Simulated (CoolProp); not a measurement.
Vapour-liquid equilibrium of benzene (1) + n-heptane (2) at 303 K; x and y are mole fractions of (1).

Values from CoolProp's multi-fluid Helmholtz-energy mixture model, Thol 2012 and Span 2003; pair parameters Bell 2016.

```
x      bubble pressure, mixture model (bar)  bubble pressure, Raoult's law (bar)  y, mixture model  y, Raoult's law
-----  ------------------------------------  -----------------------------------  ----------------  ---------------
0.05                                0.08468                              0.08126                 ?            0.097
0.125                                     ?                              0.08733             0.290            0.226
0.2                                  0.1056                              0.09340             0.409            0.339
0.275                                0.1147                              0.09946             0.501            0.437
0.35                                 0.1227                               0.1055             0.575            0.524
0.425                                     ?                               0.1116             0.635            0.602
0.5                                  0.1358                               0.1177                 ?            0.672
0.575                                0.1410                               0.1237             0.731            0.735
0.65                                 0.1455                               0.1298             0.772            0.792
0.725                                0.1494                               0.1359             0.813            0.844
0.8                                  0.1527                               0.1419             0.855            0.891
0.875                                     ?                               0.1480             0.902            0.935
0.95                                 0.1574                               0.1541             0.957            0.975
```

Q: Some entries are withheld; supply them.

A: 
- 0.05, y, mixture model: 0.133
- 0.125, bubble pressure, mixture model (bar): 0.09550
- 0.425, bubble pressure, mixture model (bar): 0.1297
- 0.5, y, mixture model: 0.686
- 0.875, bubble pressure, mixture model (bar): 0.1554

The largest gap from Raoult's law is +16.3 % in bubble pressure, at x = 0.35. No azeotrope shows between x = 0.05 and 0.95.

The pair parameters rest on a limited set of measurements; away from them the model extrapolates.
